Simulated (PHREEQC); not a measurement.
Consider water at 20 °C with 0.67 mol HF and 0.036 mol KF per kg of water. Closed to the air; pH follows from the charge balance.

Equilibrium calculation in PHREEQC: ion-association model, wateq4f.dat.

Each row changes one thing in this solution. No solid was allowed to form.

```json
[
 {"case": "as made", "pH": "2.04", "ionic strength (mol/kgw)": "0.0467", "HF (mol/kgw)": "0.248", "H2F2 (mol/kgw)": "0.194", "F- (mol/kgw)": "0.0243", "HF2- (mol/kgw)": "0.0225"},
 {"case": "0.02 mol/kgw NH4Cl added", "pH": "2.02", "ionic strength (mol/kgw)": "0.0672", "HF (mol/kgw)": "0.248", "H2F2 (mol/kgw)": "0.194", "F- (mol/kgw)": "0.0245", "HF2- (mol/kgw)": "0.0227"},
 {"case": "0.4 mol/kgw NaCl added", "pH": "1.92", "ionic strength (mol/kgw)": "0.449", "HF (mol/kgw)": "0.238", "H2F2 (mol/kgw)": "0.196", "F- (mol/kgw)": "0.0250", "HF2- (mol/kgw)": "0.0243"},
 {"case": "diluted 2-fold with water", "pH": "2.10", "ionic strength (mol/kgw)": "0.0271", "HF (mol/kgw)": "0.159", "H2F2 (mol/kgw)": "0.0787", "F- (mol/kgw)": "0.0171", "HF2- (mol/kgw)": "0.0100"},
 {"case": "0.38 mol/kgw NaCl added", "pH": "1.93", "ionic strength (mol/kgw)": "0.429", "HF (mol/kgw)": "0.239", "H2F2 (mol/kgw)": "0.196", "F- (mol/kgw)": "0.0250", "HF2- (mol/kgw)": "0.0242"}
]
```

Complexes and solids missing from the database can't appear. wateq4f.dat counts part of the HF as a dimer, H2F2, which phreeqc.dat doesn't know; its constant is uncertain.
